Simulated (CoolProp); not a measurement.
Computed with CoolProp (reference Helmholtz-energy equation of state, Gao 2022).

### Question
For n-perfluorohexane, give the phase and the density (kg/m³), cp (kJ/(kg K)), cv (kJ/(kg K)), Joule-Thomson coefficient (K/MPa) at 450 K and 87.1 bar.

### Answer
- 450 K and 87.1 bar: supercritical; density 1260, cp 1.21, cv 1.02, Joule-Thomson coefficient 0.155
